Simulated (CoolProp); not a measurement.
The fluid at 293.15 K and 0.137 MPa expands adiabatically to 0.0281 MPa with isentropic efficiency 0.9. The same conditions are run with several fluids, on thermodynamics alone (safety and materials aside).

Values from CoolProp's reference Helmholtz-energy equation of state of each fluid (ammonia: Gao 2020; CH2F2 (R32): Tillner-Roth 1997; CH3F (R41): Lemmon 2006; R134a: Tillner-Roth 1994).

Q: Rank ammonia, CH2F2 (R32), CH3F (R41), R134a by work (kJ/kg), highest first.

A: ammonia (169), CH3F (R41) (84.5), CH2F2 (R32) (56.1), R134a (30.8)

| fluid | final temperature (K) | final phase | final density (kg/m³) |
|---|---|---|---|
| ammonia | 217.1 | two-phase, vapour fraction 0.988 | 0.272 |
| CH2F2 (R32) | 218.4 | gas | 0.815 |
| CH3F (R41) | 210.8 | gas | 0.550 |
| R134a | 251.8 | gas | 1.38 |
